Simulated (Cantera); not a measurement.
# Diamond growth

A diamond (100) surface in a fixed gas of H2 with x(CH4) = 0.02, x(CH3) = 9.4e-05, at 1075 K, 173 Torr; coverages are run to steady state.

Cantera simulation using the Harris–Goodwin 1993 mechanism for the reconstructed diamond (100) surface; the numbers are that mechanism's predictions, not measurements.

```
x(H)     growth (µm/h)  θ c6HH  θ c6H*  θ c6*H   θ c6**    θ c6HM
-------  -------------  ------  ------  ------  -------  --------
0.0001            2.85   0.546  0.0195   0.329  0.00471    0.0679
0.00022           5.51   0.520  0.0215   0.362  0.00783    0.0601
0.00049           8.82   0.515  0.0230   0.387   0.0109    0.0434
0.0011            11.8   0.519  0.0241   0.405   0.0133    0.0259
0.0024            13.7   0.524  0.0248   0.416   0.0147    0.0138
0.0053            14.8   0.528  0.0253   0.422   0.0155   0.00676
0.012             15.3   0.529  0.0259   0.424   0.0159   0.00311
0.026             15.7   0.530  0.0266   0.425   0.0162   0.00146
0.057             15.9   0.530  0.0282   0.424   0.0166  0.000678
```
θ: site fractions in the mechanism's names (c6HH fully hydrogenated, c6H* and c6*H radical sites, c6** diradical, c6HM methylated).
